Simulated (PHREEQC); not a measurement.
# Hard or scaling water: an equilibrium model

Consider water at 25 °C with 0.057 mol/kgw CaCl2, 0.0012 mol/kgw NaF and 0.16 mol/kgw NaCl. Closed to the air; pH follows from the charge balance.

Computed with PHREEQC (ion-association model, wateq4f.dat).

Each row changes one thing in this solution. Precipitation was switched off in this run.

| case | pH | F- (mol/kgw) | NaF (mol/kgw) | HF (mol/kgw) | HF2- (mol/kgw) | SI of Halite (NaCl) |
|---|---|---|---|---|---|---|
| as made | 7.04 | 0.00103 | 4.22e-5 | 8.63e-8 | 3.66e-10 | -3.25 |
| CaCl2 from 0.057 to 0.0114 mol/kgw | 7.10 | 0.00111 | 5.21e-5 | 8.92e-8 | 3.99e-10 | ___ |
| diluted 5-fold with water | 7.01 | 0.000228 | 2.66e-6 | 2.58e-8 | 2.29e-11 | -4.53 |
| NaCl from 0.16 to 0.032 mol/kgw | 7.05 | 0.00103 | 9.88e-6 | 9.26e-8 | 3.86e-10 | -4.17 |
| NaCl from 0.16 to 0.24 mol/kgw | ___ | 0.00102 | 5.93e-5 | 8.30e-8 | 3.56e-10 | -2.98 |
| NaCl from 0.16 to 0.8 mol/kgw | 7.00 | 0.000952 | 0.000146 | 6.62e-8 | 3.03e-10 | ___ |
| temperature from 25 to 60 °C | 6.65 | 0.000934 | 3.66e-5 | 3.65e-7 | 1.62e-9 | -3.34 |
| temperature from 25 to 40 °C | 6.86 | 0.000988 | 3.99e-5 | 1.63e-7 | 7.31e-10 | -3.29 |
| CaCl2 left out | ___ | 0.00114 | 5.59e-5 | 8.98e-8 | 4.09e-10 | -3.43 |

Q: What belongs in the gaps?

A: 
- CaCl2 from 0.057 to 0.0114 mol/kgw, SI of Halite (NaCl): -3.39
- NaCl from 0.16 to 0.24 mol/kgw, pH: 7.03
- NaCl from 0.16 to 0.8 mol/kgw, SI of Halite (NaCl): -2.08
- CaCl2 left out, pH: 7.12

The ionic strength passes 0.7 mol/kgw, the rough limit of the ion-association models, in NaCl from 0.16 to 0.8 mol/kgw. Some of these states are supersaturated (in Fluorite, for instance). At this temperature some constants are extrapolated from 25 °C, and those without enthalpy data are left unchanged.
